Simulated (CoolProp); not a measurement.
Isobutene at 298.15 K and 15.6 MPa is throttled through a valve to 5.84 MPa with no heat exchange. Each further row changes one setting.

Values from CoolProp's reference Helmholtz-energy equation of state, Lemmon 2005. It is a short technical equation, of lower accuracy than the large ones.

```
case                      temperature change (K)  final density (kg/m³)
------------------------  ----------------------  ---------------------
as stated                                   +3.2                    594
outlet pressure 1.75 MPa                    +4.3                    586
outlet pressure 7.59 MPa                    +2.7                    598
```
